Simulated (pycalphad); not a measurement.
Computed with pycalphad from the COST 507 light-alloy database (1999), at 1 atm. The data set is of 1999 and partly superseded. Diffusion is slow at the low end, where real alloys seldom reach equilibrium.

Molar enthalpy of Cu-71.25Si (at.%) in equilibrium (SER reference):

| T (°C) | H (kJ/mol) | phases |
|---|---|---|
| 2077 | 90.53 | liquid |
| 1977 | 87.69 | liquid |
| 1877 | 84.85 | liquid |
| 1777 | 82.01 | liquid |
| 1677 | 79.17 | liquid |
| 1577 | 76.33 | liquid |
| 1477 | 73.49 | liquid |
| 1377 | 70.65 | liquid |
| 1327 | 69.22 | liquid |
| 1277 | 67.79 | liquid |
| 1177 | 54.47 | liquid + diamond (Si) |
| 1077 | 40.51 | liquid + diamond (Si) |
| 977 | 32.49 | diamond (Si) + liquid |
| 877 | 27.21 | diamond (Si) + liquid |
| 777 | 19.74 | diamond (Si) + CU19SI6_ETA |
| 727 | 18.38 | diamond (Si) + CU19SI6_ETA |
| 677 | 17.04 | diamond (Si) + CU19SI6_ETA |
| 577 | 14.39 | diamond (Si) + CU19SI6_ETA |
| 477 | 11.79 | diamond (Si) + CU19SI6_ETA |
| 377 | 9.24 | diamond (Si) + CU19SI6_ETA |
| 277 | 6.75 | diamond (Si) + CU19SI6_ETA |

Cooling from 1277 °C to 777 °C, across the freezing range, releases 48.1 kJ/mol, or 1260 J/g. The slope is 29 J/(mol K) in the liquid and 27 J/(mol K) just below the solidus, where it includes any heat of precipitation. Liquidus 1230 °C, solidus 801 °C. Changes were sought between steps of 50 K, so a narrower field can be missed.

Database names, with the compositions (at.%) that they take in these runs: CU19SI6_ETA: Cu 76 Si 24.
